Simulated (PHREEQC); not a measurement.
1 kg of water holding 0.45 mol/kgw NaCl, 0.075 mol/kgw NaOH and 0.0052 mol/kgw Na2SO4 is evaporated at 25 °C; the solids stay in contact with the brine. The system is closed to CO2. Solids allowed: Halite, Mirabilite, Thenardite. Others were left out.

The series has 28 steps of water left (kg), from 1 to 0.005012.

Computed with PHREEQC (Pitzer model, pitzer.dat).

Question: Which solids form, in which order, and at which step of the series does each first stand?

Answer: Halite from water left = 0.07809 kg (pH 13.73); Thenardite from water left = 0.01627 kg (pH 14.91).

Species that the database lacks are ignored.
